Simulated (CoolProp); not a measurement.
Vapour-liquid equilibrium of neopentane (1) + n-pentane (2) at 345.5 K; x and y are mole fractions of (1).

Values from CoolProp's multi-fluid Helmholtz-energy mixture model, Lemmon 2006 and Thol 2019; pair parameters Bell 2016.

```json
[
 {"x": "0.05", "bubble pressure, mixture model (bar)": "3.177", "bubble pressure, Raoult's law (bar)": "3.179", "y, mixture model": "0.092", "y, Raoult's law": "0.098"},
 {"x": "0.125", "bubble pressure, mixture model (bar)": "3.413", "bubble pressure, Raoult's law (bar)": "3.417", "y, mixture model": "0.215", "y, Raoult's law": "0.227"},
 {"x": "0.2", "bubble pressure, mixture model (bar)": "3.649", "bubble pressure, Raoult's law (bar)": "3.655", "y, mixture model": "0.322", "y, Raoult's law": "0.339"},
 {"x": "0.275", "bubble pressure, mixture model (bar)": "3.886", "bubble pressure, Raoult's law (bar)": "3.894", "y, mixture model": "0.418", "y, Raoult's law": "0.438"},
 {"x": "0.35", "bubble pressure, mixture model (bar)": "4.123", "bubble pressure, Raoult's law (bar)": "4.132", "y, mixture model": "0.503", "y, Raoult's law": "0.525"},
 {"x": "0.425", "bubble pressure, mixture model (bar)": "4.359", "bubble pressure, Raoult's law (bar)": "4.371", "y, mixture model": "0.580", "y, Raoult's law": "0.603"},
 {"x": "0.5", "bubble pressure, mixture model (bar)": "4.597", "bubble pressure, Raoult's law (bar)": "4.609", "y, mixture model": "0.650", "y, Raoult's law": "0.672"},
 {"x": "0.575", "bubble pressure, mixture model (bar)": "4.834", "bubble pressure, Raoult's law (bar)": "4.848", "y, mixture model": "0.714", "y, Raoult's law": "0.735"},
 {"x": "0.65", "bubble pressure, mixture model (bar)": "5.072", "bubble pressure, Raoult's law (bar)": "5.086", "y, mixture model": "0.772", "y, Raoult's law": "0.792"},
 {"x": "0.725", "bubble pressure, mixture model (bar)": "5.311", "bubble pressure, Raoult's law (bar)": "5.324", "y, mixture model": "0.827", "y, Raoult's law": "0.844"},
 {"x": "0.8", "bubble pressure, mixture model (bar)": "5.551", "bubble pressure, Raoult's law (bar)": "5.563", "y, mixture model": "0.878", "y, Raoult's law": "0.891"},
 {"x": "0.875", "bubble pressure, mixture model (bar)": "5.792", "bubble pressure, Raoult's law (bar)": "5.801", "y, mixture model": "0.926", "y, Raoult's law": "0.935"},
 {"x": "0.95", "bubble pressure, mixture model (bar)": "6.035", "bubble pressure, Raoult's law (bar)": "6.040", "y, mixture model": "0.971", "y, Raoult's law": "0.975"}
]
```

The largest gap from Raoult's law is -0.3 % in bubble pressure, at x = 0.575. No azeotrope shows between x = 0.05 and 0.95.

The pair parameters rest on a limited set of measurements; away from them the model extrapolates.
